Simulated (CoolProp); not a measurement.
Vapour-liquid equilibrium of hydrogen sulfide (1) + n-pentane (2) at 274.7 K; x and y are mole fractions of (1).

Values from CoolProp's multi-fluid Helmholtz-energy mixture model, Lemmon 2006 and Thol 2019; pair parameters Kunz 2012.

```csv
x,"bubble pressure, mixture model (MPa)","bubble pressure, Raoult's law (MPa)","y, mixture model","y, Raoult's law"
0.05,(withheld),0.07893,0.729,0.684
0.15,0.2551,0.1843,0.906,0.879
0.25,0.4158,0.2897,0.946,0.932
0.35,0.5503,0.3951,0.961,0.957
0.45,0.6516,0.5005,0.970,0.971
0.55,(withheld),0.6059,(withheld),0.981
0.65,0.7901,0.7113,0.979,0.987
0.75,0.8542,0.8167,(withheld),0.992
0.85,0.9302,0.9221,0.989,0.996
0.95,1.025,1.027,0.996,0.999
```

What belongs in the gaps?


- 0.05, bubble pressure, mixture model (MPa): 0.09452
- 0.55, bubble pressure, mixture model (MPa): 0.7271
- 0.55, y, mixture model: 0.975
- 0.75, y, mixture model: 0.983

The largest gap from Raoult's law is +43.5 % in bubble pressure, at x = 0.25. No azeotrope shows between x = 0.05 and 0.95.

The pair parameters rest on a limited set of measurements; away from them the model extrapolates.
